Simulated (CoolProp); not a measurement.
R113 along the isotherm 226.85 °C: density (kg/m³) from the reference equation and from simpler models built on Tc = 214.1 °C, pc = 3392 kPa, ω = 0.253; each cubic takes its own stable root.

Computed with CoolProp (reference Helmholtz-energy equation of state, Marx 1992).

| p (kPa) | phase | reference |
|---|---|---|
| 424 | gas | 19.90 |
| 848 | gas | 41.61 |
| 1270 | gas | 65.49 |
| 1700 | gas | 92.89 |
| 2120 | gas | 123.7 |
| 2540 | gas | 160.6 |
| 2970 | gas | 208.4 |
| 3390 | gas | 275.1 |
| 3820 | supercritical | 407.8 |
| 4240 | supercritical | 688.3 |
| 4660 | supercritical | 800.4 |
| 5090 | supercritical | 854.6 |

How far does each simpler model (ideal gas, van der Waals, Redlich-Kwong, Soave-Redlich-Kwong, Peng-Robinson) lie from the reference over these 12 states: mean and median of the absolute difference, and the worst?


- ideal gas: mean 37.6 %, median 32.2 %, worst -73.8 % at 226.85 °C and 4660 kPa
- van der Waals: mean 8.0 %, median 2.5 %, worst -25.6 % at 226.85 °C and 5090 kPa
- Redlich-Kwong: mean 4.0 %, median 0.5 %, worst -14.2 % at 226.85 °C and 4660 kPa
- Soave-Redlich-Kwong: mean 4.9 %, median 0.6 %, worst -17.5 % at 226.85 °C and 4660 kPa
- Peng-Robinson: mean 4.0 %, median 3.0 %, worst -10.0 % at 226.85 °C and 4660 kPa
